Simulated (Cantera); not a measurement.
An adiabatic, constant-volume homogeneous reactor starts with H2 : O2 : N2 = 1 : 0.725 : 2.72 (molar parts), equivalence ratio 0.69, at 1448 K and 0.630 bar.

Cantera simulation using GRI-Mech 3.0 (53 species, 325 reactions); the numbers are that mechanism's predictions, not measurements.

Q: Predict: time of steepest temperature rise; temperature at 7.00 s; equilibrium temperature; x(H2) at 7.00 s; x(O2) at 7.00 s; x(NO) at 7.00 s; x(NO2) at 7.00 s; x(O) at 7.00 s; x(OH) at 7.00 s.

A: 
```
Property                                                            Result
---------------------------------  ---------------------------------------
time of steepest temperature rise                                  24.9 µs
temperature at 7.00 s                                               2806 K
equilibrium temperature                                             2806 K
x(H2) at 7.00 s                      0.0200 (gas-phase equilibrium 0.0200)
x(O2) at 7.00 s                      0.0463 (gas-phase equilibrium 0.0463)
x(NO) at 7.00 s                      0.0160 (gas-phase equilibrium 0.0160)
x(NO2) at 7.00 s                   5.31e-6 (gas-phase equilibrium 5.31e-6)
x(O) at 7.00 s                       0.0114 (gas-phase equilibrium 0.0114)
x(OH) at 7.00 s                      0.0322 (gas-phase equilibrium 0.0322)
```
